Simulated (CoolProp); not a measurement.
Model: reference Helmholtz-energy equation of state, Lemmon 2006, in CoolProp. It is a short technical equation, of lower accuracy than the large ones.

### Question
For carbonyl sulfide, give the phase and the cp (kJ/(kg K)), speed of sound (m/s) at 579 K and 637 kPa; 579 K and 1270 kPa; 579 K and 2230 kPa.

### Answer
- 579 K and 637 kPa: gas; cp 0.853, speed of sound 308
- 579 K and 1270 kPa: gas; cp 0.861, speed of sound 307
- 579 K and 2230 kPa: gas; cp 0.875, speed of sound 305
